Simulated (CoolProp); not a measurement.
Properties of dodecamethylcyclohexasiloxane (D6) at several states.

Values from CoolProp's reference Helmholtz-energy equation of state, Colonna 2008. It is a short technical equation, of lower accuracy than the large ones.

```json
[
 {"T (K)": "500.9", "p (bar)": "2.77", "phase": "liquid", "density (kg/m³)": "731.3", "Joule-Thomson coefficient (K/MPa)": "-0.03913", "isothermal compressibility (1/MPa)": "0.01238"},
 {"T (K)": "554.2", "p (bar)": "29.3", "phase": "liquid", "density (kg/m³)": "…", "Joule-Thomson coefficient (K/MPa)": "…", "isothermal compressibility (1/MPa)": "…"},
 {"T (K)": "603.1", "p (bar)": "18.9", "phase": "liquid", "density (kg/m³)": "…", "Joule-Thomson coefficient (K/MPa)": "0.7000", "isothermal compressibility (1/MPa)": "0.04153"},
 {"T (K)": "352.9", "p (bar)": "27.9", "phase": "liquid", "density (kg/m³)": "…", "Joule-Thomson coefficient (K/MPa)": "…", "isothermal compressibility (1/MPa)": "0.003358"}
]
```

Problem. What belongs in the gaps?

Solution. 
- 554.2, density (kg/m³): 685.4
- 554.2, Joule-Thomson coefficient (K/MPa): 0.06013
- 554.2, isothermal compressibility (1/MPa): 0.01625
- 603.1, density (kg/m³): 592.4
- 352.9, density (kg/m³): 916.7
- 352.9, Joule-Thomson coefficient (K/MPa): -0.3836
